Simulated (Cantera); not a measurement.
A closed system holds: 1 mol S, 0.52 mol H₂O, 0.15 mol O₂, at 17.0 Pa.

Cantera equilibrium calculation (NASA polynomials, part measured and part estimated; ideal gas, pure solids and liquids). Candidate condensed phases: H₂O, H₂SO₄, S; 19 gas species. Gases not in the tables: S₃ to S₇. Kinetics and transport are ignored.

x: gas mole fraction; nothing condenses.

```csv
T (K),x H₂O,x S₂,x SO₂,x H₂S,x H₂
625,0.389,0.322,0.189,0.0979,0.000159
675,0.406,0.336,0.178,0.0774,0.000433
725,0.419,0.346,0.170,0.0622,0.00102
775,0.428,0.353,0.165,0.0509,0.00213
825,0.433,0.358,0.161,0.0422,0.00405
875,0.436,0.362,0.159,0.0354,0.00712
925,0.436,0.364,0.158,0.0300,0.0117
975,0.432,0.364,0.158,…,…
1025,0.426,0.364,0.160,…,…
1075,0.417,0.362,0.163,0.0185,0.0370
1125,0.405,0.359,0.168,0.0158,0.0496
1175,0.391,0.355,0.173,0.0135,0.0640
```

### Question
What belongs in the gaps?

### Answer

- 975, x H₂S: 0.0255
- 975, x H₂: 0.0181
- 1025, x H₂S: 0.0217
- 1025, x H₂: 0.0265
